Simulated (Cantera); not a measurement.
Input (Python, Cantera):

```python
import numpy as np
import cantera as ct

gas = ct.Solution("SiF4_NH3_mec.yaml", "gas")
gas.TPX = 1750, 7600, {'NH3': 1, 'H2': 10}
reactor = ct.IdealGasConstPressureReactor(gas, energy="off", clone=False)
net = ct.ReactorNet([reactor])
net.rtol, net.atol = 1e-08, 1e-18
show = ['NH3', 'H2', 'NH', 'N', 'N2H2', 'H', 'N2H4']
times = np.geomspace(0.0001, 20, 14)

steps = ct.SolutionArray(gas, extra=["t"])
rows = []
print(f"{'t/s':>10s}{'T/K':>9s}{'P/Pa':>11s}" + "".join(f"{s:>11s}" for s in show))
for t in times:
    while net.time < t:
        t_next = net.step()
        steps.append(gas.state, t=t_next)
    rows.append([np.interp(t, steps.t, y) for y in (steps.T, steps.P, *steps(*show).X.T)])
    print(f"{t:10.3e}{rows[-1][0]:9.1f}{rows[-1][1]:11.4g}" + "".join(f"{x:11.3e}" for x in rows[-1][2:]))
rate = np.gradient(steps.T, steps.t)
print("integrator steps:", len(steps.t))
if steps.T.max() > steps.T[0] + 200:
    print(f"time of steepest temperature rise: {steps.t[rate.argmax()]:.4e} s")
gas.TPX = 1750, 7600, {'NH3': 1, 'H2': 10}
gas.equilibrate("TP")
print(f"equilibrium (TP): T = {gas.T:.1f} K  " + "  ".join(f"{s} {gas[s].X[0]:.3e}" for s in show))
```

Result:

```
       t/s      T/K       P/Pa        NH3         H2         NH          N       N2H2          H       N2H4
 1.000e-04   1750.0       7600  9.091e-02  9.091e-01  4.135e-12  5.315e-16  1.068e-13  5.355e-07  6.580e-15
 2.557e-04   1750.0       7600  9.091e-02  9.091e-01  2.817e-11  1.024e-14  9.749e-13  1.376e-06  4.547e-14
 6.539e-04   1750.0       7600  9.091e-02  9.091e-01  1.872e-10  1.812e-13  7.510e-12  3.525e-06  3.041e-13
 1.672e-03   1750.0       7600  9.091e-02  9.091e-01  1.231e-09  3.092e-12  5.356e-11  9.018e-06  2.005e-12
 4.276e-03   1750.0       7600  9.090e-02  9.091e-01  8.062e-09  5.205e-11  3.810e-10  2.305e-05  1.314e-11
 1.094e-02   1750.0       7600  9.089e-02  9.090e-01  5.227e-08  8.594e-10  2.852e-09  5.872e-05  8.522e-11
 2.797e-02   1750.0       7600  9.085e-02  9.090e-01  3.149e-07  1.269e-08  2.204e-08  1.444e-04  5.136e-10
 7.152e-02   1750.0       7600  9.061e-02  9.090e-01  1.012e-06  7.290e-08  8.889e-08  2.596e-04  1.648e-09
 1.829e-01   1750.0       7600  8.971e-02  9.094e-01  1.150e-06  8.868e-08  1.030e-07  2.784e-04  1.853e-09
 4.677e-01   1750.0       7600  8.741e-02  9.107e-01  1.139e-06  8.859e-08  9.961e-08  2.810e-04  1.788e-09
 1.196e+00   1750.0       7600  8.184e-02  9.137e-01  1.111e-06  8.827e-08  9.155e-08  2.878e-04  1.633e-09
 3.058e+00   1750.0       7600  6.947e-02  9.204e-01  1.044e-06  8.739e-08  7.424e-08  3.049e-04  1.301e-09
 7.821e+00   1750.0       7600  4.685e-02  9.326e-01  8.970e-07  8.489e-08  4.490e-08  3.483e-04  7.515e-10
 2.000e+01   1750.0       7600  1.932e-02  9.474e-01  6.288e-07  7.781e-08  1.447e-08  4.607e-04  2.161e-10
integrator steps: 635
equilibrium (TP): T = 1750.0 K  NH3 4.679e-07  H2 9.575e-01  NH 4.868e-11  N 1.080e-11  N2H2 1.503e-15  H 8.310e-04  N2H4 4.084e-19
```

Model: the gas-phase N/H chemistry of the illustrative SiF4/NH3 mechanism in the Surface Chemkin manual (1991), integrated in Cantera. Walls and surfaces, which speed up NH3 decomposition in real reactors, are not modelled.
